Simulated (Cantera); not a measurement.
Feed: 1 mol Si, 1.2 mol Cl2, 1.9 mol H2, equilibrated at 750 Torr.

These are equilibrium values from Cantera (NASA tables, ideal gas, pure condensed phases), not measurements of a reactor. Candidate condensed phases: Si; 19 gas species. The tables' values for SiCl3 are old estimates; treat these amounts as uncertain. Kinetics and transport are ignored.

Task: At 727 °C, list the 4 most abundant gas species with their mole fractions, and the condensed phases.

Result: H2 0.725, SiCl4 0.180, SiHCl3 0.0772, HCl 0.0119. Condensed: Si(s).
